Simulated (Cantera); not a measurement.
A Cantera script and what it prints.

```python
import numpy as np
import cantera as ct

gas_names = """
    C CN CO CO2 C2 CCN CNC C2N2 C2O C3 C3O2 C4 C4N2 C5 N NCO NO NO2 NO3 N2 N2O O O2 O3 Pb PbO Pb2
""".split()
cond_names = """
    C(gr) Pb(cr) Pb(L) PbO(rd) PbO(yw) PbO(L) PbO2(s) Pb3O4(s)
""".split()


# ... load() reads the species with a 1 bar reference pressure and builds the phases ...
atoms = {
    'Pb': {'Pb': 1},
    'CO': {'C': 1, 'O': 1},
    'N2': {'N': 2},
}
top_T = {'C(gr)': 4500, 'Pb3O4(s)': 820}  # K; cautious upper limits of use, not melting points


# ... equilibrate(T, P, feed) seeds the gas with the atoms and calls Mixture.equilibrate('TP', solver="vcs", rtol=1e-11, max_steps=5000) ...
results = []
feed = {'Pb': 1, 'CO': 3.3, 'N2': 0.16}  # mol
T = 1323  # K
P = 25000  # Pa
mix = equilibrate(T, P, feed)
results.append((T, P, feed, dict(zip(mix.species_names, mix.species_moles))))
x = sorted(zip(gas.X, gas.species_names), reverse=True)
print(f"T = {T:g} K  P = {P:g} Pa  gas = {mix.phase_moles(0):.4g} mol")
print("   x: " + "  ".join(f"{s} {v:.3e}" for v, s in x if v > 1e-05))
print("   condensed (mol): " + ("  ".join(f"{mix.phase(i).name} {mix.phase_moles(i):.4g}"
      for i in range(1, mix.n_phases) if mix.phase_moles(i) > 1e-12) or "none"))
```

Result:

```
T = 1323 K  P = 25000 Pa  gas = 3.506 mol
   x: CO 9.394e-01  N2 4.563e-02  Pb 1.406e-02  CO2 8.718e-04
   condensed (mol): C(gr) 0.003057  Pb(L) 0.9507
```

Cantera equilibrium calculation (NASA polynomials, part measured and part estimated; ideal gas, pure solids and liquids).
